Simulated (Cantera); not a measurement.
A closed system holds: 1 mol Mg(OH)2, 3.4 mol CO2, at 100 Torr.

Method: chemical equilibrium by Gibbs-energy minimisation in Cantera with the NASA 1993 tables (ideal gas, pure condensed phases). Candidate condensed phases: C, C6H6, C7H8, C8H18, H2O, Mg, MgCO3, MgO, Mg(OH)2; 116 gas species. Equilibrium is a limit: real reactors are often held back by kinetics, nucleation or transport. All values below are at 1923 K.

Base state: CO2 0.750, H2O 0.223, CO 0.0156, O2 0.00794, OH 0.00151, H2 0.00108, O 8.83e-5, H 8.48e-5 (mole fractions); condensed: MgO(s).

Problem. What changes in the equilibrium state with this change: CO2 from 3.4 to 0.037 mol?

Solution. 
```json
[
 {"species": "H2O", "before": "0.223", "after": "0.951"},
 {"species": "CO2", "before": "0.750", "after": "0.0344"},
 {"species": "H2", "before": "0.00108", "after": "0.00700"},
 {"species": "CO", "before": "0.0156", "after": "0.00109"},
 {"species": "Mg(OH)2", "before": "4.62e-6", "after": "1.97e-5"},
 {"species": "H", "before": "8.48e-5", "after": "0.000216"},
 {"species": "O2", "before": "0.00794", "after": "0.00344"},
 {"species": "OH", "before": "0.00151", "after": "0.00253"},
 {"species": "O", "before": "8.83e-5", "after": "5.81e-5"},
 {"species": "MgO(s), mol", "before": "1.000", "after": "1.000"}
]
```

Problem. What changes in the equilibrium state with this change: CO2 from 3.4 to 0.31 mol?

Solution. 
```
species       before     after
-----------  -------  --------
H2O            0.223     0.753
CO2            0.750     0.229
CO            0.0156   0.00613
Mg(OH)2      4.62e-6   1.56e-5
H2           0.00108   0.00468
H            8.48e-5  0.000177
O2           0.00794   0.00480
OH           0.00151   0.00244
MgO(s), mol    1.000     1.000
```

Problem. What changes in the equilibrium state with this change: CO2 from 3.4 to 0.15 mol?

Solution. 
| species | before | after |
|---|---|---|
| H2O | 0.223 | 0.858 |
| CO2 | 0.750 | 0.126 |
| H2 | 0.00108 | 0.00578 |
| CO | 0.0156 | 0.00365 |
| Mg(OH)2 | 4.62e-6 | 1.77e-5 |
| H | 8.48e-5 | 0.000196 |
| O2 | 0.00794 | 0.00410 |
| MgO(s), mol | 1.000 | 1.000 |
